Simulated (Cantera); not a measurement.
## Gas activation for diamond growth

A perfectly stirred reactor is fed with CH4 : H2 : CO2 = 0.045 : 1 : 0.006 (molar parts), at 8.25 Torr; it is held at 2700 K, and followed from long to short residence time.

Model: GRI-Mech 3.0 (53 species, 325 reactions), integrated in Cantera. GRI-Mech 3.0 stops at C3 and has no aromatics, soot or wall deposition, so with more carbon than oxygen in the feed, carbon stays in small species such as C2H2 where larger ones or solid carbon would form. Radical loss at walls, strong at low pressure, is not modelled.

```json
[
 {"τ (s)": "1.4", "x CH4": "1.52e-6", "x H2": "0.630", "x CO2": "1.46e-7", "x H": "0.346", "x CH2": "1.27e-5", "x H2O": "9.32e-7"},
 {"τ (s)": "0.58", "x CH4": "5.03e-6", "x H2": "0.698", "x CO2": "4.58e-7", "x H": "0.277", "x CH2": "2.19e-5", "x H2O": "4.14e-6"},
 {"τ (s)": "0.25", "x CH4": "2.63e-5", "x H2": "0.787", "x CO2": "1.68e-6", "x H": "0.187", "x CH2": "4.11e-5", "x H2O": "2.53e-5"},
 {"τ (s)": "0.11", "x CH4": "0.000139", "x H2": "0.857", "x CO2": "6.49e-6", "x H": "0.116", "x CH2": "6.97e-5", "x H2O": "0.000159"},
 {"τ (s)": "0.046", "x CH4": "0.000521", "x H2": "0.894", "x CO2": "2.38e-5", "x H": "0.0772", "x CH2": "0.000105", "x H2O": "0.000721"},
 {"τ (s)": "0.019", "x CH4": "0.00142", "x H2": "0.912", "x CO2": "7.61e-5", "x H": "0.0577", "x CH2": "0.000146", "x H2O": "0.00195"},
 {"τ (s)": "0.0083", "x CH4": "0.00312", "x H2": "0.921", "x CO2": "0.000209", "x H": "0.0465", "x CH2": "0.000192", "x H2O": "0.00325"},
 {"τ (s)": "0.0036", "x CH4": "0.00633", "x H2": "0.926", "x CO2": "0.000544", "x H": "0.0382", "x CH2": "0.000240", "x H2O": "0.00397"},
 {"τ (s)": "0.0015", "x CH4": "0.0121", "x H2": "0.929", "x CO2": "0.00135", "x H": "0.0311", "x CH2": "0.000275", "x H2O": "0.00375"}
]
```
x: mole fraction; the columns are a selection and need not sum to one.
